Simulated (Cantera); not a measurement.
Cantera run:

```python
import numpy as np
import cantera as ct

gas_names = """
    B BF BF2 BF3 BN B2 F F2 N NF NF2 NF3 N2
""".split()
cond_names = """
    B(b) B(L) BN(s)
""".split()


# ... load() reads the species with a 1 bar reference pressure and builds the phases ...
atoms = {
    'BN': {'B': 1, 'N': 1},
    'F2': {'F': 2},
    'N2': {'N': 2},
}
top_T = {'BN(s)': 3200}  # K; cautious upper limits of use, not melting points


# ... equilibrate(T, P, feed) seeds the gas with the atoms and calls Mixture.equilibrate('TP', solver="vcs", rtol=1e-11, max_steps=5000) ...
results = []
feed = {'BN': 1, 'F2': 2.7, 'N2': 6}  # mol
P = 17000  # Pa
for T in [748, 848, 948, 1048, 1148, 1248, 1348, 1448, 1548, 1648, 1748]:
    mix = equilibrate(T, P, feed)
    results.append((T, P, feed, dict(zip(mix.species_names, mix.species_moles))))
    x = sorted(zip(gas.X, gas.species_names), reverse=True)
    print(f"T = {T:g} K  P = {P:g} Pa  gas = {mix.phase_moles(0):.4g} mol")
    print("   x: " + "  ".join(f"{s} {v:.3e}" for v, s in x if v > 0.0001))
    print("   condensed (mol): " + ("  ".join(f"{mix.phase(i).name} {mix.phase_moles(i):.4g}"
          for i in range(1, mix.n_phases) if mix.phase_moles(i) > 1e-12) or "none"))
```

Output:

```
T = 748 K  P = 17000 Pa  gas = 8.096 mol
   x: N2 7.652e-01  BF3 1.235e-01  NF3 7.537e-02  F2 3.437e-02  F 1.591e-03
   condensed (mol): none
T = 848 K  P = 17000 Pa  gas = 8.515 mol
   x: N2 7.494e-01  BF3 1.174e-01  F2 9.296e-02  NF3 2.786e-02  F 1.234e-02
   condensed (mol): none
T = 948 K  P = 17000 Pa  gas = 8.857 mol
   x: N2 7.315e-01  BF3 1.129e-01  F2 1.058e-01  F 4.497e-02  NF3 4.788e-03
   condensed (mol): none
T = 1048 K  P = 17000 Pa  gas = 9.173 mol
   x: N2 7.083e-01  BF3 1.090e-01  F 1.045e-01  F2 7.765e-02  NF3 6.206e-04
   condensed (mol): none
T = 1148 K  P = 17000 Pa  gas = 9.516 mol
   x: N2 6.830e-01  F 1.717e-01  BF3 1.051e-01  F2 4.017e-02
   condensed (mol): none
T = 1248 K  P = 17000 Pa  gas = 9.747 mol
   x: N2 6.668e-01  F 2.149e-01  BF3 1.026e-01  F2 1.565e-02
   condensed (mol): none
T = 1348 K  P = 17000 Pa  gas = 9.845 mol
   x: N2 6.602e-01  F 2.326e-01  BF3 1.016e-01  F2 5.588e-03
   condensed (mol): none
T = 1448 K  P = 17000 Pa  gas = 9.879 mol
   x: N2 6.579e-01  F 2.387e-01  BF3 1.012e-01  F2 2.108e-03
   condensed (mol): none
T = 1548 K  P = 17000 Pa  gas = 9.891 mol
   x: N2 6.571e-01  F 2.409e-01  BF3 1.011e-01  F2 8.759e-04
   condensed (mol): none
T = 1648 K  P = 17000 Pa  gas = 9.896 mol
   x: N2 6.568e-01  F 2.417e-01  BF3 1.011e-01  F2 4.007e-04
   condensed (mol): none
T = 1748 K  P = 17000 Pa  gas = 9.898 mol
   x: N2 6.567e-01  F 2.421e-01  BF3 1.010e-01  F2 1.995e-04
   condensed (mol): none
```

Method: chemical equilibrium by Gibbs-energy minimisation in Cantera with the NASA 1993 tables (ideal gas, pure condensed phases).
